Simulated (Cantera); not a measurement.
**Low-pressure radical oxidation in H2/O2**

An isothermal, constant-pressure homogeneous reactor starts with H₂ : O₂ : N₂ = 0.27 : 1 : 4 (molar parts), equivalence ratio 0.14, at 925 K and 19.5 Torr.

Computed with Cantera and the H2/O2 subset of GRI-Mech 3.0, which has no nitrogen chemistry. Radical loss at walls, strong at low pressure, is not modelled. Below about 950 K walls govern HO2 and H2O2 in real vessels. The temperature is held fixed by assumption; the heat of reaction is taken as removed at once.

| t (s) | x H₂ | x O₂ | x HO₂ | x H₂O₂ | x H | x O | x H₂O |
|---|---|---|---|---|---|---|---|
| 0.000200 | 0.0512 | 0.190 | 4.04e-12 | <1e-12 | 3.82e-12 | <1e-12 | <1e-12 |
| 0.000469 | 0.0512 | 0.190 | 9.62e-12 | <1e-12 | 9.98e-12 | 2.62e-12 | 3.50e-12 |
| 0.00110 | 0.0512 | 0.190 | 2.38e-11 | <1e-12 | 3.87e-11 | 1.46e-11 | 3.31e-11 |
| 0.00257 | 0.0512 | 0.190 | 8.33e-11 | <1e-12 | 4.64e-10 | 1.95e-10 | 6.40e-10 |
| 0.00602 | 0.0512 | 0.190 | 8.52e-9 | 2.15e-12 | 1.15e-7 | 4.88e-8 | 1.72e-7 |
| 0.0141 | 0.0289 | 0.180 | 4.05e-6 | 1.17e-7 | 0.0105 | 0.00315 | 0.0168 |
| 0.0331 | 0.00101 | 0.168 | 4.26e-6 | 1.56e-7 | 0.00164 | 0.00136 | 0.0504 |
| 0.0775 | 0.000148 | 0.168 | 2.24e-6 | 1.13e-7 | 3.84e-5 | 0.000151 | 0.0524 |
| 0.181 | 3.08e-5 | 0.168 | 8.18e-7 | 6.93e-8 | 2.18e-6 | 2.37e-5 | 0.0525 |
| 0.425 | 6.54e-6 | 0.168 | 2.50e-7 | 3.69e-8 | 2.03e-7 | 4.81e-6 | 0.0526 |
| 0.996 | 1.21e-6 | 0.168 | 6.81e-8 | 1.77e-8 | 2.25e-8 | 1.10e-6 | 0.0526 |
| 2.33 | 1.92e-7 | 0.168 | 1.86e-8 | 7.98e-9 | 2.90e-9 | 2.84e-7 | 0.0526 |
| 5.47 | 3.04e-8 | 0.168 | 5.70e-9 | 3.51e-9 | 4.64e-10 | 8.50e-8 | 0.0526 |
| 12.8 | 6.77e-9 | 0.168 | 1.99e-9 | 1.56e-9 | 9.17e-11 | 2.91e-8 | 0.0526 |
| 30.0 | 2.15e-9 | 0.168 | 7.62e-10 | 7.09e-10 | 2.09e-11 | 1.09e-8 | 0.0526 |
x: mole fraction; the columns are a selection and need not sum to one.

Equilibrium at this temperature and pressure: H₂ 6.25e-12, O₂ 0.168, HO₂ 6.28e-11, H₂O₂ 3.47e-12, H <1e-12, O 3.43e-11, H₂O 0.0526 (gas phase only).
